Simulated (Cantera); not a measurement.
# Ignition delay

Mixture: 14.8 % CH4, 0.961 % CO, 17.7 % O2, 66.5 % N2, at 1.01 bar, adiabatic and at constant volume. Ignition delay is the time to a rise of 400 K.

Computed with Cantera and GRI-Mech 3.0 (53 species, 325 reactions).

| T0 (K) | delay (ms) |
|---|---|
| 1225 | 42.7 |
| 1275 | 21.2 |
| 1325 | 10.9 |
| 1375 | 5.80 |
| 1425 | 3.18 |
| 1475 | 1.80 |
| 1525 | 1.06 |
| 1575 | 0.648 |
| 1625 | 0.411 |

The apparent activation energy between 1525 and 1625 K comes out as 200 kJ/mol.
